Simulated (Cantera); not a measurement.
**FeS₂ + SO₃ + H₂O (roasting and sulfation)**

Charge: 1 mol FeS₂, a varied amount of SO₃, 0.15 mol H₂O, at 948.15 K and 520000 Pa.

Method: chemical equilibrium by Gibbs-energy minimisation in Cantera with the NASA 1993 tables (ideal gas, pure condensed phases). Candidate condensed phases: Fe, FeO, Fe(OH)₂, Fe(OH)₃, FeS, FeSO₄, FeS₂, Fe₂O₃, Fe₂(SO₄)₃, Fe₃O₄, H₂O, H₂SO₄, S; 22 gas species. FeS: taken at fixed stoichiometry. Gases not in the tables: S₃ to S₇. Kinetics and transport are ignored.

From 0.49 mol SO₃ to 1.5 mol SO₃ the condensed part is FeS(s) + FeS₂(s). At 1.8 mol SO₃ the condensed part is FeS(s). From 2 mol SO₃ to 2.3 mol SO₃ the condensed part is FeS(s) + Fe₃O₄(s).

```
n(SO₃) (mol)  log p SO₂  log p H₂O  log p S₂  log p H₂S  log p S₂O  log p H₂  n FeS(s)  n FeS₂(s)  n Fe₃O₄(s)
------------  ---------  ---------  --------  ---------  ---------  --------  --------  ---------  ----------
0.49               0.63      -0.08     -1.11      -1.55      -1.75     -3.38     0.284      0.716           0
0.57               0.64      -0.13     -1.11      -1.61      -1.74     -3.44     0.328      0.672           0
0.65               0.65      -0.18     -1.11      -1.66      -1.74     -3.50     0.372      0.628           0
0.75               0.65      -0.24     -1.11      -1.72      -1.73     -3.55     0.427      0.573           0
0.87               0.66      -0.29     -1.11      -1.78      -1.73     -3.61     0.494      0.506           0
1                  0.67      -0.35     -1.11      -1.84      -1.73     -3.67     0.566      0.434           0
1.1                0.67      -0.38     -1.11      -1.88      -1.72     -3.71     0.621      0.379           0
1.3                0.68      -0.45     -1.11      -1.95      -1.72     -3.78     0.732      0.268           0
1.5                0.68      -0.51     -1.11      -2.01      -1.72     -3.84     0.843      0.157           0
1.8                0.69      -0.58     -1.15      -2.11      -1.75     -3.93      1.00          0           0
2                  0.69      -0.62     -1.17      -2.17      -1.76     -3.97     0.938          0      0.0207
2.3                0.69      -0.67     -1.17      -2.22      -1.76     -4.02     0.840          0      0.0532
```
log p: log10 of the partial pressure in bar; n: condensed amount in mol.
